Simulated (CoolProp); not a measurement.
trans-2-butene along the isotherm 525 K: Z from the reference equation and from simpler models built on Tc = 428.6 K, pc = 4.019 MPa, ω = 0.210; each cubic takes its own stable root.

Computed with CoolProp (reference Helmholtz-energy equation of state, Lemmon 2005). It is a short technical equation, of lower accuracy than the large ones.

```tsv
p (MPa)	phase	reference
0.0635	gas	0.9972
0.0989	gas	0.9957
0.154	gas	0.9932
0.24	gas	0.9895
0.374	gas	0.9835
0.582	gas	0.9743
0.906	gas	0.9598
1.41	gas	0.9369
2.2	gas	0.9003
3.42	gas	0.8423
5.32	supercritical	0.7510
8.29	supercritical	0.6294
12.9	supercritical	0.5861
20.1	supercritical	0.7035
```

Task: How far does each simpler model (Redlich-Kwong, Soave-Redlich-Kwong, Peng-Robinson) lie from the reference over these 14 states: mean and median of the absolute difference, and the worst?

Result: 
- Redlich-Kwong: mean 1.2 %, median 0.3 %, worst +5.1 % at 525 K and 20.1 MPa
- Soave-Redlich-Kwong: mean 2.7 %, median 0.3 %, worst +13.0 % at 525 K and 12.9 MPa
- Peng-Robinson: mean 1.0 %, median 0.6 %, worst +5.1 % at 525 K and 12.9 MPa
